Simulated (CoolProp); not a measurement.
Computed with CoolProp (reference Helmholtz-energy equation of state, Thol 2019).

### Question
For n-hexane, give the phase and the cv (kJ/(kg K)), expansivity (1/kK), Prandtl number, fugacity coefficient at 600 K and 6.76 MPa.

### Answer
- 600 K and 6.76 MPa: supercritical; cv 2.90, expansivity 8.15, Prandtl number 1.55, fugacity coefficient 0.634

Viscosity comes from a separate model (Michailidou 2013). Thermal conductivity comes from a separate model (Assael 2013).
